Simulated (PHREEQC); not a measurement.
0.1 g of hydrous ferric oxide (600 m²/g; 0.2 weak and 0.005 strong sites per Fe, Dzombak-Morel constants, diffuse double layer) in 1 kg of water with 0.1 mol/kgw of an inert sodium salt and 0.037 mmol/kgw CuSO4, at 25 °C; the pH is set by adding NaOH or the inert anion's acid. O2 is buffered at 0.21 atm. No CO2 enters from the air. No solid was allowed to form.

Computed with PHREEQC (ion-association model, wateq4f.dat).

| pH | S sorbed (%) | Cu sorbed (%) | surface charge σ (C/m²) | surface potential ψ (mV) |
|---|---|---|---|---|
| 4 | 84.6 | 0.9 | 0.237 | 131 |
| 4.38 | 80.3 | 4.1 | 0.216 | 126 |
| 5.12 | 62.1 | 26.0 | 0.164 | 113 |
| 5.5 | ___ | 52.4 | ___ | 104 |
| 6.25 | ___ | 93.5 | 0.098 | 87 |
| 6.62 | 10.8 | ___ | 0.078 | 77 |
| 7.38 | 1.4 | 99.4 | 0.041 | 49 |
| 7.75 | 0.4 | 99.4 | 0.025 | ___ |
| 8.5 | 0.0 | 99.1 | -0.002 | -2 |
| 8.88 | 0.0 | 98.9 | -0.015 | ___ |
| 9.62 | 0.0 | ___ | -0.047 | -54 |
| 10 | 0.0 | 97.5 | -0.069 | -71 |

Task: Complete the blanks.

Result: 
- 5.5, S sorbed (%): 48.1
- 5.5, surface charge σ (C/m²): 0.139
- 6.25, S sorbed (%): 21.0
- 6.62, Cu sorbed (%): 98.0
- 7.75, surface potential ψ (mV): 33
- 8.88, surface potential ψ (mV): -20
- 9.62, Cu sorbed (%): 98.2

The database's constant for dissolved Cu(OH)2 is higher than later reviews accept.
